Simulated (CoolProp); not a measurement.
Vapour-liquid equilibrium of ethanol (1) + isohexane (2) at 12.5 bar; x and y are mole fractions of (1).

The numbers come from the multi-fluid Helmholtz-energy mixture model, Schroeder 2014 and Lemmon 2006; pair parameters Bell 2016 in CoolProp.

```json
[
 {"x": "0.05", "bubble temperature (°C)": "161.4", "y at the bubble point": "0.121", "dew temperature at overall composition x (°C)": "165.2", "liquid density (mol/L)": "5.839"},
 {"x": "0.2", "bubble temperature (°C)": "150.8", "y at the bubble point": "0.335", "dew temperature at overall composition x (°C)": "157.2", "liquid density (mol/L)": "6.523"},
 {"x": "0.35", "bubble temperature (°C)": "147.2", "y at the bubble point": "0.441", "dew temperature at overall composition x (°C)": "150.2", "liquid density (mol/L)": "7.279"},
 {"x": "0.5", "bubble temperature (°C)": "146.3", "y at the bubble point": "0.510", "dew temperature at overall composition x (°C)": "146.3", "liquid density (mol/L)": "8.235"},
 {"x": "0.65", "bubble temperature (°C)": "146.8", "y at the bubble point": "0.577", "dew temperature at overall composition x (°C)": "148.5", "liquid density (mol/L)": "9.476"},
 {"x": "0.8", "bubble temperature (°C)": "149.3", "y at the bubble point": "0.677", "dew temperature at overall composition x (°C)": "153.2", "liquid density (mol/L)": "11.06"},
 {"x": "0.95", "bubble temperature (°C)": "156.0", "y at the bubble point": "0.885", "dew temperature at overall composition x (°C)": "158.1", "liquid density (mol/L)": "13.02"}
]
```

y crosses x between x = 0.5 and 0.65: the model has an azeotrope there.

The pair parameters rest on a limited set of measurements; away from them the model extrapolates.
